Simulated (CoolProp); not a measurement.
Normal hydrogen at 927.5 K and 2.19 MPa is throttled through a valve to 0.919 MPa with no heat exchange. Each further row changes one setting.

Computed with CoolProp (reference Helmholtz-energy equation of state, Leachman 2009).

| case | temperature change (K) | final density (kg/m³) |
|---|---|---|
| as stated | … | 0.240 |
| outlet pressure 0.276 MPa | … | … |
| outlet pressure 1.19 MPa | … | 0.310 |

Question: Fill in the missing entries.

Answer: 
- as stated, temperature change (K): +0.7
- outlet pressure 0.276 MPa, temperature change (K): +1.1
- outlet pressure 0.276 MPa, final density (kg/m³): 0.0720
- outlet pressure 1.19 MPa, temperature change (K): +0.6
